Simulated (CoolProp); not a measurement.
Model: reference Helmholtz-energy equation of state, Lemmon 2006, in CoolProp. It is a short technical equation, of lower accuracy than the large ones.

### Question
For C3F8 (R218), give the phase and the Z, cv (kJ/(kg K)), speed of sound (m/s), Joule-Thomson coefficient (K/MPa) at -26.95 °C and 2.37 MPa; -15.15 °C and 0.0749 MPa; 95.85 °C and 3.32 MPa.

### Answer
- -26.95 °C and 2.37 MPa: liquid; Z 0.137, cv 0.703, speed of sound 518, Joule-Thomson coefficient -0.250
- -15.15 °C and 0.0749 MPa: gas; Z 0.973, cv 0.685, speed of sound 108, Joule-Thomson coefficient 21.8
- 95.85 °C and 3.32 MPa: supercritical; Z 0.531, cv 0.926, speed of sound 80.2, Joule-Thomson coefficient 11.5
